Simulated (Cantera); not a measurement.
A perfectly stirred reactor is fed with 0.235 % CO, 0.617 % O₂, 1.27 % H₂O, 97.9 % N₂, equivalence ratio 0.19, at 500000 Pa; it is held at 1198 K, and followed from long to short residence time.

Detailed kinetics in Cantera: GRI-Mech 3.0 (53 species, 325 reactions).

x: mole fraction; the columns are a selection and need not sum to one.

```tsv
τ (s)	x CO	x O₂	x H₂O	x HO₂	x NO	x H₂O₂	x H
22	8.89e-6	0.00500	0.0127	5.61e-8	4.38e-9	5.23e-10	1.30e-9
3.6	4.12e-5	0.00502	0.0127	2.43e-7	5.97e-9	___	7.27e-9
0.59	0.000164	0.00508	0.0127	8.19e-7	8.28e-9	___	3.84e-8
0.097	0.000519	0.00526	0.0127	1.98e-6	5.99e-9	___	1.75e-7
0.016	0.00125	0.00562	0.0127	3.46e-6	2.04e-9	___	5.56e-7
0.0026	0.00203	0.00601	0.0127	4.28e-6	2.80e-10	___	8.61e-7
0.00043	0.00233	0.00615	0.0127	2.78e-6	5.52e-12	___	3.49e-7
```

Q: Some entries are withheld; supply them.

A: 
- 3.6, x H₂O₂: 1.42e-9
- 0.59, x H₂O₂: 7.52e-9
- 0.097, x H₂O₂: 3.57e-8
- 0.016, x H₂O₂: 9.99e-8
- 0.0026, x H₂O₂: 1.44e-7
- 0.00043, x H₂O₂: 5.76e-8
